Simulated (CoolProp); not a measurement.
Vapour-liquid equilibrium of carbon dioxide (1) + R142b (2) at 229.7 K; x and y are mole fractions of (1).

Model: multi-fluid Helmholtz-energy mixture model, Span 1996 and Lemmon 2006; pair parameters Bell 2016, in CoolProp.

```csv
x,bubble pressure (bar),y at the bubble point,dew pressure at overall composition x (bar),liquid density (mol/L)
0.05,0.5528,___,0.2071,12.99
0.125,1.160,0.847,0.2245,___
0.2,1.829,___,0.2451,14.20
0.275,2.530,0.940,0.2697,___
0.35,3.237,0.957,0.2999,15.61
0.425,3.932,0.968,0.3377,16.39
0.5,___,0.975,0.3863,17.25
0.575,5.241,0.981,0.4512,18.18
0.65,5.858,0.985,0.5425,19.20
0.725,6.461,0.989,___,20.32
0.8,7.065,0.992,0.9123,21.57
0.875,___,0.995,1.387,22.96
0.95,8.354,0.998,2.916,24.52
```

Question: Some entries are withheld; supply them.

Answer: 
- 0.05, y at the bubble point: 0.657
- 0.125, liquid density (mol/L): 13.57
- 0.2, y at the bubble point: 0.910
- 0.275, liquid density (mol/L): 14.88
- 0.5, bubble pressure (bar): 4.601
- 0.725, dew pressure at overall composition x (bar): 0.6803
- 0.875, bubble pressure (bar): 7.690

No azeotrope shows between x = 0.05 and 0.95.

The pair parameters rest on a limited set of measurements; away from them the model extrapolates. The gap from Raoult's law changes sign with composition, which may be real or a fault of the pair parameters; it wasn't checked against measurements.
